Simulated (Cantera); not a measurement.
Input: 1 mol SiHCl3, 0.89 mol NH3, 1.2 mol H2, held at 1498.15 K and 133 Pa.

Cantera equilibrium calculation (NASA polynomials, part measured and part estimated; ideal gas, pure solids and liquids). Candidate condensed phases: NH4Cl, Si, Si3N4; 28 gas species. The tables' values for SiCl3, SiCl are old estimates; treat these amounts as uncertain. Equilibrium is a limit: real reactors are often held back by kinetics, nucleation or transport.

Base state: H2 0.504, HCl 0.226, SiCl2 0.183, N2 0.0809, SiCl3 0.00535, SiCl4 0.000500, H 0.000335, Cl 0.000121 (mole fractions); condensed: Si3N4(s).

Task: What changes in the equilibrium state with this change: temperature from 1498.15 K to 1948.15 K?

Result: 
| species | before | after |
|---|---|---|
| H2 | 0.504 | 0.472 |
| HCl | 0.226 | 0.218 |
| SiCl2 | 0.183 | 0.176 |
| H | 0.000335 | 0.0213 |
| Si | 4.26e-6 | 0.0121 |
| N2 | 0.0809 | 0.0867 |
| Si2 | 3.04e-9 | 7.59e-5 |
| Si3 | <1e-9 | 1.15e-5 |
| Si2N | 4.85e-8 | 3.65e-5 |
| Si3N4(s), mol | 0.0237 | 0 |
The tables' values for SiCl, SiCl3, SiN are old estimates; treat these amounts as uncertain. Gases not in the tables: Si2H6 and higher silanes.

Task: What changes in the equilibrium state with this change: NH3 from 0.89 to 25 mol?

Result: 
```csv
species,before,after
H2,0.504,0.719
N2,0.0809,0.227
HCl,0.226,0.0504
SiCl2,0.183,0.00322
SiCl4,0.000500,3.08e-7
SiCl3,0.00535,1.76e-5
SiHCl3,0.000115,4.52e-7
SiCl,3.67e-5,3.45e-6
"Si3N4(s), mol",0.0237,0.276
```
The tables' values for SiCl3 are old estimates; treat these amounts as uncertain.
